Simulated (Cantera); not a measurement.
Input (Python, Cantera):

```python
import numpy as np
import cantera as ct

gas = ct.Solution("gri30.yaml")
gas.TPX = 450, 43000, {'CH4': 1, 'CO': 0.037, 'O2': 1.12, 'N2': 4.22, 'H2O': 0.15}
inlet = ct.Reservoir(gas, clone=True)
gas.equilibrate("HP")  # start burning
reactor = ct.IdealGasConstPressureReactor(gas, energy="on", clone=False)
exhaust = ct.Reservoir(gas, clone=True)
tau = [0.029, 0.013, 0.0056, 0.0025, 0.0011, 0.00047, 0.00021, 9.1e-05, 4e-05, 1.8e-05, 7.7e-06, 3.4e-06][0]
for a, b in ((inlet, reactor), (reactor, exhaust)):
    ct.MassFlowController(a, b, mdot=lambda t: reactor.mass / tau)
net = ct.ReactorNet([reactor])
show = ['CH4', 'CO', 'O2', 'CH3', 'N2O']

rows = []
print(f"{'tau/s':>10s}{'T/K':>9s}" + "".join(f"{s:>11s}" for s in show))
for tau in [0.029, 0.013, 0.0056, 0.0025, 0.0011, 0.00047, 0.00021, 9.1e-05, 4e-05, 1.8e-05, 7.7e-06, 3.4e-06]:
    net.initial_time = 0.0
    net.advance(30 * tau)
    before = gas.X
    net.advance(40 * tau)
    drift = np.max(np.abs(gas.X - before) / (gas.X + 1e-9))
    rows.append([gas.T, *gas[show].X, drift])
    print(f"{tau:10.3e}{gas.T:9.1f}" + "".join(f"{x:11.3e}" for x in gas[show].X))
```

It prints:

```
     tau/s      T/K        CH4         CO         O2        CH3        N2O
 2.900e-02   1797.6  7.284e-03  8.676e-02  1.941e-03  7.848e-04  1.398e-09
 1.300e-02   1784.3  8.596e-03  8.582e-02  3.545e-03  1.109e-03  1.572e-09
 5.600e-03   1751.1  1.127e-02  8.557e-02  7.337e-03  1.574e-03  2.040e-09
 2.500e-03    450.0  1.532e-01  5.669e-03  1.716e-01 -2.211e-20 -7.640e-23
 1.100e-03    450.0  1.532e-01  5.669e-03  1.716e-01  1.680e-22 -1.479e-25
 4.700e-04    450.0  1.532e-01  5.669e-03  1.716e-01  6.641e-23 -9.343e-27
 2.100e-04    450.0  1.532e-01  5.669e-03  1.716e-01  1.899e-23 -5.902e-28
 9.100e-05    450.0  1.532e-01  5.669e-03  1.716e-01  4.748e-24 -3.728e-29
 4.000e-05    450.0  1.532e-01  5.669e-03  1.716e-01  1.203e-24 -2.354e-30
 1.800e-05    450.0  1.532e-01  5.669e-03  1.716e-01  3.451e-25 -1.486e-31
 7.700e-06    450.0  1.532e-01  5.669e-03  1.716e-01  1.102e-25 -9.361e-33
 3.400e-06    450.0  1.532e-01  5.669e-03  1.716e-01  4.141e-26 -5.867e-34
```

Model: GRI-Mech 3.0 (53 species, 325 reactions), integrated in Cantera.
